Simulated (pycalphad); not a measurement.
Computed with pycalphad from the COST 507 light-alloy database (1999), at 1 atm. These are 1990s assessments: newer ones move some temperatures and phases. Amounts are mole fractions of atoms.

Question: Give the equilibrium state of Al-7.23Si-1Fe (at.%) at 890 K.

Answer: liquid, fraction 0.977, with 7.1 Si, 0.68 Fe at.%; ALFESI_BETA, fraction 0.023, with 15.0 Si, 15.0 Fe at.%.

Question: Give the equilibrium state of Al-7.23Si-1Fe (at.%) at 570 K.

Answer: fcc, fraction 0.872, with 0.05 Si, <0.01 Fe at.%; ALFESI_BETA, fraction 0.067, with 15.0 Si, 15.0 Fe at.%; diamond (Si), fraction 0.062, with >99.99 Si, no Fe at.%.

Database names, with the compositions (at.%) that they take in these runs: ALFESI_BETA: Al 70 Si 15 Fe 15. An entry "none" or "no" means that the model of the phase leaves that element out.
